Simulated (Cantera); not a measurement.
Mixture: CH4 : CO : O2 : N2 = 1 : 0.046 : 1.84 : 6.91 (molar parts), at 1.00 bar, adiabatic and at constant volume. Ignition delay is the time to a rise of 400 K.

Computed with Cantera and GRI-Mech 3.0 (53 species, 325 reactions).

Task: What does this change do: O2 1.84 to 1.3 parts?

Result: 
```tsv
quantity	before	after
delay at 1298 K	12.3 ms	20.5 ms
delay at 1398 K	3.54 ms	5.76 ms
delay at 1498 K	1.18 ms	1.83 ms
delay at 1598 K	0.462 ms	0.671 ms
delay at 1698 K	0.209 ms	0.287 ms
delay at 1798 K	0.107 ms	0.140 ms
apparent activation energy between 1598 and 1798 K	180 kJ/mol	190 kJ/mol
```
